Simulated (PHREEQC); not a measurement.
Dissolve 0.099 mol/kgw NH4BF4 at 25 °C. Closed to the air; pH follows from the charge balance.

The numbers come from PHREEQC with the ion-association model, phreeqc.dat.

Precipitation was switched off in this run.

Problem. Predict the pH.

Solution. pH 2.72.

Problem. In which forms is F present?

Solution. BF4- 93 %, BF3OH- 3.5 %, HF 1.8 %, F- 0.9 % of the F.

Real BF4- forms and hydrolyses slowly; the run takes it at equilibrium.
